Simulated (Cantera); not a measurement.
**Hydrogen reduction and annealing atmospheres: Ta₂O₅ + H₂**

Charge: 1 mol Ta₂O₅, 62 mol H₂, held at 1 atm.

Method: chemical equilibrium by Gibbs-energy minimisation in Cantera with the NASA 1993 tables (ideal gas, pure condensed phases). Candidate condensed phases: H₂O, Ta, Ta₂O₅; 12 gas species. Mutual solubility and eutectic melting of coexisting phases are not modelled. Condensed phases not in the tables: N, O or C dissolved in the metal. Kinetics and transport are ignored.

At 1175 K the condensed part is Ta₂O₅(s). From 1250 K to 1850 K the condensed part is Ta(s) + Ta₂O₅(s).

| T (K) | x H₂ | x H₂O | x H | x TaO₂ | x OH | x TaO | n Ta₂O₅(s) | n Ta(s) |
|---|---|---|---|---|---|---|---|---|
| 1175 | 1.000 | 3.17e-6 | 1.22e-7 | <1e-12 | <1e-12 | <1e-12 | 1.000 | 0 |
| 1250 | 1.000 | 8.18e-6 | 4.80e-7 | <1e-12 | <1e-12 | <1e-12 | 1.000 | 0.000203 |
| 1325 | 1.000 | 1.88e-5 | 1.62e-6 | <1e-12 | <1e-12 | <1e-12 | 1.000 | 0.000467 |
| 1400 | 1.000 | 3.95e-5 | 4.83e-6 | <1e-12 | 3.79e-12 | <1e-12 | 1.000 | 0.000980 |
| 1475 | 1.000 | 7.65e-5 | 1.29e-5 | 3.69e-12 | 2.58e-11 | <1e-12 | 0.999 | 0.00190 |
| 1550 | 1.000 | 0.000139 | 3.13e-5 | 3.80e-11 | 1.46e-10 | 8.02e-12 | 0.998 | 0.00344 |
| 1625 | 1.000 | 0.000237 | 7.01e-5 | 3.14e-10 | 6.99e-10 | 6.45e-11 | 0.997 | 0.00587 |
| 1700 | 0.999 | 0.000385 | 0.000146 | 2.14e-9 | 2.91e-9 | 4.30e-10 | 0.995 | 0.00955 |
| 1775 | 0.999 | 0.000599 | 0.000287 | 1.23e-8 | 1.07e-8 | 2.43e-9 | 0.993 | 0.0149 |
| 1850 | 0.999 | 0.000897 | 0.000535 | 6.12e-8 | 3.55e-8 | 1.19e-8 | 0.989 | 0.0222 |
x: gas mole fraction; n: condensed amount in mol.
